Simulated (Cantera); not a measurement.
Premixed flame

A freely propagating, adiabatic, planar premixed flame of CH4 : O2 : N2 = 1 : 1.54 : 5.78 (molar parts), unburnt at 323 K and 10.0 bar; multicomponent+Soret transport, grid criteria slope 0.08 and curve 0.16, no radiation.

Model: GRI-Mech 3.0 (53 species, 325 reactions), integrated in Cantera. Burning velocities carry a grid error of a few per cent, more on coarse grids.

| z (mm) | T (K) | u (m/s) | x CH4 | x O2 | x NO2 | x H | x H2O | x CH2 |
|---|---|---|---|---|---|---|---|---|
| -0.525 | 323 | 0.0891 | 0.120 | 0.185 | <1e-8 | <1e-8 | 2.15e-5 | <1e-8 |
| -0.350 | 328 | 0.0905 | 0.119 | 0.185 | <1e-8 | <1e-8 | 0.000596 | <1e-8 |
| -0.263 | 352 | 0.0974 | 0.116 | 0.183 | 3.24e-8 | <1e-8 | 0.00341 | <1e-8 |
| -0.175 | 506 | 0.141 | 0.104 | 0.172 | 2.91e-7 | <1e-8 | 0.0205 | <1e-8 |
| -0.0875 | 1052 | 0.299 | 0.0691 | 0.120 | 9.66e-7 | 4.77e-7 | 0.0804 | <1e-8 |
| -0.0438 | 1474 | 0.423 | 0.0392 | 0.0726 | 3.35e-7 | 2.21e-5 | 0.129 | 1.30e-7 |
| 0 | 1854 | 0.538 | 0.0126 | 0.0265 | 1.78e-8 | 0.000234 | 0.172 | 5.85e-6 |
| 0.0438 | 2021 | 0.587 | 0.00368 | 0.00653 | <1e-8 | 0.000441 | 0.188 | 8.59e-6 |
| 0.0875 | 2066 | 0.600 | 0.00186 | 0.00180 | <1e-8 | 0.000375 | 0.190 | 3.69e-6 |
| 0.175 | 2084 | 0.605 | 0.00104 | 0.000245 | <1e-8 | 0.000237 | 0.189 | 8.96e-7 |
| 0.350 | 2086 | 0.606 | 0.000561 | 1.25e-5 | <1e-8 | 0.000184 | 0.187 | 2.91e-7 |
| 0.700 | 2084 | 0.605 | 0.000221 | 5.56e-7 | <1e-8 | 0.000178 | 0.185 | 1.02e-7 |
| 1.40 | 2083 | 0.605 | 3.79e-5 | 4.80e-7 | <1e-8 | 0.000181 | 0.185 | 1.68e-8 |
x: mole fraction of selected species; z is measured from the peak of heat release.

```
Quantity                      Value
------------------------  ---------
laminar burning velocity  8.89 cm/s
thermal thickness          0.175 mm
peak x(H)                  0.000442
peak x(CH2)                 9.84e-6
grid points                     133
```
